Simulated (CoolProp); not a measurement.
Vapour-liquid equilibrium of cyclohexane (1) + m-xylene (2) at 373.4 K; x and y are mole fractions of (1).

Model: multi-fluid Helmholtz-energy mixture model, Zhou 2014 and Zhou 2012; pair parameters Bell 2016, in CoolProp.

```json
[
 {"x": "0.05", "bubble pressure (MPa)": "0.04090", "y at the bubble point": "0.265", "dew pressure at overall composition x (MPa)": "0.03288", "liquid density (mol/L)": "7.503"},
 {"x": "0.125", "bubble pressure (MPa)": "0.05450", "y at the bubble point": "0.487", "dew pressure at overall composition x (MPa)": "0.03530", "liquid density (mol/L)": "7.559"},
 {"x": "0.2", "bubble pressure (MPa)": "0.06735", "y at the bubble point": "0.616", "dew pressure at overall composition x (MPa)": "0.03810", "liquid density (mol/L)": "7.616"},
 {"x": "0.275", "bubble pressure (MPa)": "0.07946", "y at the bubble point": "0.700", "dew pressure at overall composition x (MPa)": "0.04136", "liquid density (mol/L)": "7.673"},
 {"x": "0.35", "bubble pressure (MPa)": "0.09087", "y at the bubble point": "0.760", "dew pressure at overall composition x (MPa)": "0.04524", "liquid density (mol/L)": "7.732"},
 {"x": "0.425", "bubble pressure (MPa)": "0.1016", "y at the bubble point": "0.806", "dew pressure at overall composition x (MPa)": "0.04989", "liquid density (mol/L)": "7.791"},
 {"x": "0.5", "bubble pressure (MPa)": "0.1119", "y at the bubble point": "0.843", "dew pressure at overall composition x (MPa)": "0.05559", "liquid density (mol/L)": "7.852"},
 {"x": "0.575", "bubble pressure (MPa)": "0.1217", "y at the bubble point": "0.873", "dew pressure at overall composition x (MPa)": "0.06272", "liquid density (mol/L)": "7.915"},
 {"x": "0.65", "bubble pressure (MPa)": "0.1313", "y at the bubble point": "0.899", "dew pressure at overall composition x (MPa)": "0.07183", "liquid density (mol/L)": "7.979"},
 {"x": "0.725", "bubble pressure (MPa)": "0.1407", "y at the bubble point": "0.923", "dew pressure at overall composition x (MPa)": "0.08384", "liquid density (mol/L)": "8.045"},
 {"x": "0.8", "bubble pressure (MPa)": "0.1500", "y at the bubble point": "0.945", "dew pressure at overall composition x (MPa)": "0.1001", "liquid density (mol/L)": "8.113"},
 {"x": "0.875", "bubble pressure (MPa)": "0.1595", "y at the bubble point": "0.966", "dew pressure at overall composition x (MPa)": "0.1225", "liquid density (mol/L)": "8.184"},
 {"x": "0.95", "bubble pressure (MPa)": "0.1692", "y at the bubble point": "0.986", "dew pressure at overall composition x (MPa)": "0.1524", "liquid density (mol/L)": "8.258"}
]
```

No azeotrope shows between x = 0.05 and 0.95.

Pair parameters are fitted to limited data, so mixtures are less certain than the pure fluids.
